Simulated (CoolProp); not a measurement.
The numbers come from the reference Helmholtz-energy equation of state, Lemmon 2016 in CoolProp.

Question: For R365MFC, give the phase and the density (kg/m³), cp (kJ/(kg K)), cv (kJ/(kg K)), speed of sound (m/s) at 460.1 K and 1350 kPa; 500 K and 1350 kPa.

Answer: 
- 460.1 K and 1350 kPa: gas; density 62.6, cp 1.36, cv 1.24, speed of sound 139
- 500 K and 1350 kPa: gas; density 54.7, cp 1.37, cv 1.27, speed of sound 153
